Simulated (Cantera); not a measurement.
Input: 1 mol SiHCl₃, 3.6 mol HCl, 450 mol H₂, held at 2000 °C.

Method: chemical equilibrium by Gibbs-energy minimisation in Cantera with the NASA 1993 tables (ideal gas, pure condensed phases). Candidate condensed phases: Si; 19 gas species. Gases not in the tables: Si₂H₆ and higher silanes. Rates play no part.

### Question
Which condensed phases are stable at each of these points (P (Pa)): 100, 270, 720, 1900, 5200, 14000, 37000, 100000?

### Answer
```json
[
 {"P (Pa)": "100", "condensed phases": "gas only", "Si condensed (%)": "0.0"},
 {"P (Pa)": "270", "condensed phases": "gas only", "Si condensed (%)": "0.0"},
 {"P (Pa)": "720", "condensed phases": "gas only", "Si condensed (%)": "0.0"},
 {"P (Pa)": "1900", "condensed phases": "gas only", "Si condensed (%)": "0.0"},
 {"P (Pa)": "5200", "condensed phases": "gas only", "Si condensed (%)": "0.0"},
 {"P (Pa)": "14000", "condensed phases": "gas only", "Si condensed (%)": "0.0"},
 {"P (Pa)": "37000", "condensed phases": "gas only", "Si condensed (%)": "0.0"},
 {"P (Pa)": "100000", "condensed phases": "Si(l)", "Si condensed (%)": "13.7"}
]
```

From 1.00 mbar to 0.370 bar nothing is condensed. At 1.00 bar the condensed part is Si(l).
